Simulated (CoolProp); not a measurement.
The fluid at 382.24 K and 0.509 MPa is throttled through a valve to 0.354 MPa with no heat exchange. The same conditions are run with several fluids, on thermodynamics alone (safety and materials aside).

Model: reference Helmholtz-energy equation of state of each fluid (CF4 (R14): Platzer 1990; oxygen: Schmidt 1985; n-butane: Bücker 2006; R245ca: Zhou 2016; hydrogen sulfide: Lemmon 2006), in CoolProp. The equations of Platzer and Polt are older, rougher fits.

| fluid | temperature change (K) | final density (kg/m³) |
|---|---|---|
| CF4 (R14) | -0.5 | 9.86 |
| oxygen | -0.2 | 3.57 |
| n-butane | -1.9 | 6.83 |
| R245ca | -2.1 | 15.9 |
| hydrogen sulfide | -1.5 | 3.86 |

Above 300 K oxygen's equation is extrapolated.
